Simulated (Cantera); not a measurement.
An isothermal, constant-pressure homogeneous reactor starts with N₂O : H₂O = 1 : 0.07 (molar parts), at 1398 K and 39.0 Torr. Integrator tolerance rtol = 1e-08.

Detailed kinetics in Cantera: GRI-Mech 3.0 (53 species, 325 reactions). GRI-Mech 3.0 was tuned for natural gas; its chemistry of N2O as a main component is partial and can be far from experiment. The mechanism lacks the step 2 NO + O2 → 2 NO2, which can matter for NO2 below about 1400 K. The temperature is held fixed by assumption; the heat of reaction is taken as removed at once.

**Question.** What does this change do: pressure from 39.0 Torr to 760 Torr?

**Answer.** 
```
quantity                                            before                                     after
----------------  ----------------------------------------  ----------------------------------------
x(N₂O) at 20.0 s   3.50e-6 (gas-phase equilibrium 1.04e-8)   1.56e-6 (gas-phase equilibrium 4.58e-8)
x(H₂O) at 20.0 s     0.0446 (gas-phase equilibrium 0.0446)     0.0446 (gas-phase equilibrium 0.0446)
x(NO₂) at 20.0 s  0.000185 (gas-phase equilibrium 1.67e-6)  0.000681 (gas-phase equilibrium 7.36e-6)
x(HO₂) at 20.0 s   3.42e-8 (gas-phase equilibrium 3.87e-8)   7.37e-8 (gas-phase equilibrium 8.13e-8)
x(N₂) at 20.0 s        0.589 (gas-phase equilibrium 0.637)       0.597 (gas-phase equilibrium 0.637)
x(NO) at 20.0 s    0.0961 (gas-phase equilibrium 0.000797)   0.0787 (gas-phase equilibrium 0.000797)
```

**Question.** What does this change do: H2O 0.07 to 0.52 parts?

**Answer.** 
```tsv
quantity	before	after
x(N₂O) at 20.0 s	3.50e-6 (gas-phase equilibrium 1.04e-8)	3.94e-7 (gas-phase equilibrium 7.11e-9)
x(H₂O) at 20.0 s	0.0446 (gas-phase equilibrium 0.0446)	0.257 (gas-phase equilibrium 0.257)
x(NO₂) at 20.0 s	0.000185 (gas-phase equilibrium 1.67e-6)	9.93e-5 (gas-phase equilibrium 1.14e-6)
x(HO₂) at 20.0 s	3.42e-8 (gas-phase equilibrium 3.87e-8)	7.02e-8 (gas-phase equilibrium 7.70e-8)
x(N₂) at 20.0 s	0.589 (gas-phase equilibrium 0.637)	0.466 (gas-phase equilibrium 0.495)
x(NO) at 20.0 s	0.0961 (gas-phase equilibrium 0.000797)	0.0572 (gas-phase equilibrium 0.000619)
```
